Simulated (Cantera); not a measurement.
What does this Cantera script print?

```python
import numpy as np
import cantera as ct

gas_names = """
    Cu CuF CuF2 Cu2 F F2 N NF NF2 NF3 N2
""".split()
cond_names = """
    Cu(cr) Cu(L) CuF2(s) CuF2(L)
""".split()


def load(file, names, dense=False):
    # The tables refer to 1 bar. Condensed volumes are neglected.
    table = {s.name: s for s in ct.Species.list_from_file(file)}
    out = []
    for n in names:
        d = dict(table[n].input_data)
        d["thermo"] = dict(d["thermo"], **{"reference-pressure": 1e5})
        if dense:
            d["equation-of-state"] = {"model": "constant-volume", "density": "1e6 g/cm^3"}
        out.append(ct.Species.from_dict(d))
    return out


gas = ct.Solution(thermo="ideal-gas", species=load("nasa_gas.yaml", gas_names))
cond = {s.name: ct.Solution(thermo="fixed-stoichiometry", species=[s], name=s.name)
        for s in load("nasa_condensed.yaml", cond_names, dense=True)}
atoms = {
    'Cu': {'Cu': 1},
    'F2': {'F': 2},
    'N2': {'N': 2},
}
top_T = {}  # K; cautious upper limits of use, not melting points


def equilibrate(T, P, feed):
    n = {}
    for name, mol in feed.items():
        for a, k in atoms[name].items():
            n[a] = n.get(a, 0.0) + k * mol
    gas.TPX = T, P, n
    mass = sum(n.values()) * gas.mean_molecular_weight
    gas.equilibrate("TP")
    valid = [c for c in cond.values() if c.min_temp <= T <= top_T.get(c.name, c.max_temp)]
    mix = ct.Mixture([(gas, mass / gas.mean_molecular_weight)] + [(c, 0.0) for c in valid])
    mix.T, mix.P = T, P
    mix.equilibrate("TP", solver="vcs", rtol=1e-11, max_steps=5000)
    return mix


results = []
feed = {'Cu': 1, 'F2': 1.1, 'N2': 7.4}  # mol
for P in [1, 3.6, 13, 46, 170, 600, 2200, 7700, 28000, 100000]:
    for T in [473, 548, 623, 698, 773, 848, 923, 998, 1073, 1148, 1223, 1298, 1373, 1448]:
        mix = equilibrate(T, P, feed)
        results.append((T, P, feed, dict(zip(mix.species_names, mix.species_moles))))

for T, P, feed, n in results:
    print(f"{T:7g} {P:10.4g}  " + (" + ".join(c for c in cond_names if n.get(c, 0) > 1e-12) or "gas only"))
```

Result:

```
    473          1  CuF2(s)
    548          1  CuF2(s)
    623          1  CuF2(s)
    698          1  CuF2(s)
    773          1  CuF2(s)
    848          1  CuF2(s)
    923          1  CuF2(s)
    998          1  gas only
   1073          1  gas only
   1148          1  gas only
   1223          1  gas only
   1298          1  gas only
   1373          1  gas only
   1448          1  gas only
    473        3.6  CuF2(s)
    548        3.6  CuF2(s)
    623        3.6  CuF2(s)
    698        3.6  CuF2(s)
    773        3.6  CuF2(s)
    848        3.6  CuF2(s)
    923        3.6  CuF2(s)
    998        3.6  gas only
   1073        3.6  gas only
   1148        3.6  gas only
   1223        3.6  gas only
   1298        3.6  gas only
   1373        3.6  gas only
   1448        3.6  gas only
    473         13  CuF2(s)
    548         13  CuF2(s)
    623         13  CuF2(s)
    698         13  CuF2(s)
    773         13  CuF2(s)
    848         13  CuF2(s)
    923         13  CuF2(s)
    998         13  CuF2(s)
   1073         13  gas only
   1148         13  gas only
   1223         13  gas only
   1298         13  gas only
   1373         13  gas only
   1448         13  gas only
    473         46  CuF2(s)
    548         46  CuF2(s)
    623         46  CuF2(s)
    698         46  CuF2(s)
    773         46  CuF2(s)
    848         46  CuF2(s)
    923         46  CuF2(s)
    998         46  CuF2(s)
   1073         46  gas only
   1148         46  gas only
   1223         46  gas only
   1298         46  gas only
   1373         46  gas only
   1448         46  gas only
    473        170  CuF2(s)
    548        170  CuF2(s)
    623        170  CuF2(s)
    698        170  CuF2(s)
    773        170  CuF2(s)
    848        170  CuF2(s)
    923        170  CuF2(s)
    998        170  CuF2(s)
   1073        170  CuF2(s)
   1148        170  gas only
   1223        170  gas only
   1298        170  gas only
   1373        170  gas only
   1448        170  gas only
    473        600  CuF2(s)
    548        600  CuF2(s)
    623        600  CuF2(s)
    698        600  CuF2(s)
    773        600  CuF2(s)
    848        600  CuF2(s)
    923        600  CuF2(s)
    998        600  CuF2(s)
   1073        600  CuF2(s)
   1148        600  CuF2(L)
   1223        600  gas only
   1298        600  gas only
   1373        600  gas only
   1448        600  gas only
    473       2200  CuF2(s)
    548       2200  CuF2(s)
    623       2200  CuF2(s)
    698       2200  CuF2(s)
    773       2200  CuF2(s)
    848       2200  CuF2(s)
    923       2200  CuF2(s)
    998       2200  CuF2(s)
   1073       2200  CuF2(s)
   1148       2200  CuF2(L)
   1223       2200  CuF2(L)
   1298       2200  gas only
   1373       2200  gas only
   1448       2200  gas only
    473       7700  CuF2(s)
    548       7700  CuF2(s)
    623       7700  CuF2(s)
    698       7700  CuF2(s)
    773       7700  CuF2(s)
    848       7700  CuF2(s)
    923       7700  CuF2(s)
    998       7700  CuF2(s)
   1073       7700  CuF2(s)
   1148       7700  CuF2(L)
   1223       7700  CuF2(L)
   1298       7700  CuF2(L)
   1373       7700  gas only
   1448       7700  gas only
    473    2.8e+04  CuF2(s)
    548    2.8e+04  CuF2(s)
    623    2.8e+04  CuF2(s)
    698    2.8e+04  CuF2(s)
    773    2.8e+04  CuF2(s)
    848    2.8e+04  CuF2(s)
    923    2.8e+04  CuF2(s)
    998    2.8e+04  CuF2(s)
   1073    2.8e+04  CuF2(s)
   1148    2.8e+04  CuF2(L)
   1223    2.8e+04  CuF2(L)
   1298    2.8e+04  CuF2(L)
   1373    2.8e+04  CuF2(L)
   1448    2.8e+04  CuF2(L)
    473      1e+05  CuF2(s)
    548      1e+05  CuF2(s)
    623      1e+05  CuF2(s)
    698      1e+05  CuF2(s)
    773      1e+05  CuF2(s)
    848      1e+05  CuF2(s)
    923      1e+05  CuF2(s)
    998      1e+05  CuF2(s)
   1073      1e+05  CuF2(s)
   1148      1e+05  CuF2(L)
   1223      1e+05  CuF2(L)
   1298      1e+05  CuF2(L)
   1373      1e+05  CuF2(L)
   1448      1e+05  CuF2(L)
```

Equilibrium computed with Cantera from the NASA thermochemical tables; the gas is ideal and each condensed phase is pure.
